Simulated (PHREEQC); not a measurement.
1 kg of water holding 0.044 mol/kgw K2SO4, 0.07 mol/kgw KCl, 0.12 mol/kgw KHCO3 and 0.11 mol/kgw K2CO3 is evaporated at 20 °C; the solids stay in contact with the brine. CO2 is held at log p = -3.4 (atm). The run lets Arcanite, Kalicinite, Misenite, Sylvite precipitate or redissolve, and no other solid.

Base run: PHREEQC, Pitzer model, pitzer.dat. Each further column changes one thing. The table gives ionic strength.

```
H2O removed (mol)   base  temperature from 20 to 5 °C
-----------------  -----  ---------------------------
0                  0.664                          [?]
18.01              0.995                        0.978
30.18               1.49                         1.47
38.4                2.22                          [?]
43.95               3.29                         3.07
46.01               3.77                         3.59
49.09               5.16                          [?]
51.17               7.32                          [?]
52.58               10.6                          [?]
53.53               14.8                          [?]
```

**Question.** Fill in the missing entries.

**Answer.** 
- 0, temperature from 20 to 5 °C: 0.651
- 38.4, temperature from 20 to 5 °C: 2.19
- 49.09, temperature from 20 to 5 °C: 5.03
- 51.17, temperature from 20 to 5 °C: 7.23
- 52.58, temperature from 20 to 5 °C: 10.5
- 53.53, temperature from 20 to 5 °C: 14.5

 Constants without temperature data keep their 25 °C values here.
